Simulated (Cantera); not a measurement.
Charge: 1 mol Si3N4, 0.13 mol N2, at 2425 K and 10.0 Torr.

Cantera equilibrium calculation (NASA polynomials, part measured and part estimated; ideal gas, pure solids and liquids). Candidate condensed phases: Si, Si3N4; 7 gas species. The tables' values for SiN are old estimates; treat these amounts as uncertain. Equilibrium is a limit: real reactors are often held back by kinetics, nucleation or transport.

Base state: N2 0.790, Si 0.200, Si2 0.00475, SiN 0.00232, Si2N 0.00216, Si3 0.000845 (mole fractions); condensed: Si(l).

**Question.** What changes in the equilibrium state with this change: Si3N4 replaced by SiC?

**Answer.** 
```csv
species,before,after
N2,0.790,0.946
Si,0.200,0.0399
SiC2,0,0.00827
Si2C,0,0.00467
CN,0,0.000457
"Si(l), mol",2.41,0
"C(graphite), mol",0,0.00505
"SiC(s), mol",0,0.992
```
Further candidate phases: C, SiC.
